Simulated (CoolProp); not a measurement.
Vapour-liquid equilibrium of p-xylene (1) + n-decane (2) at 0.883 bar; x and y are mole fractions of (1).

The numbers come from the multi-fluid Helmholtz-energy mixture model, Zhou 2012 and Lemmon 2006; pair parameters Bell 2016 in CoolProp.

```tsv
x	bubble temperature, mixture model (°C)	bubble temperature, Raoult's law (°C)	y, mixture model	y, Raoult's law
0.05	165.9	166.1	0.115	0.114
0.2	158.3	158.9	0.385	0.386
0.35	152.0	152.7	0.575	0.581
0.5	146.7	147.3	0.715	0.725
0.65	142.1	142.5	0.823	0.833
0.8	138.0	138.3	0.908	0.916
0.95	134.4	134.4	0.979	0.981
```

The largest gap from Raoult's law is -0.7 K in bubble temperature, at x = 0.35. No azeotrope shows between x = 0.05 and 0.95.

The pair parameters rest on a limited set of measurements; away from them the model extrapolates.
